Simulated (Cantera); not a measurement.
A closed system holds: 1 mol Si3H8, 80 mol N2, 0.047 mol Cl2, equilibrated at 1673.15 K and 16000 Pa.

Cantera equilibrium calculation (NASA polynomials, part measured and part estimated; ideal gas, pure solids and liquids). Candidate condensed phases: NH4Cl, Si, Si3N4; 28 gas species. The feed counts by its element totals alone. The numbers say what is thermodynamically allowed, not how fast it happens.

Base state: N2 0.951, H2 0.0482, HCl 0.00114, H 6.26e-5 (mole fractions); condensed: Si3N4(s).

What changes in the equilibrium state with this change: Si3H8 replaced by SiCl4?


```
species         before    after
-------------  -------  -------
N2               0.951    0.985
SiCl4            <1e-9   0.0109
Cl             1.15e-6  0.00274
H2              0.0482        0
HCl            0.00114        0
SiCl3          6.49e-9  0.00115
Si3N4(s), mol    1.000        0
```
The tables' values for SiCl3 are old estimates; treat these amounts as uncertain.
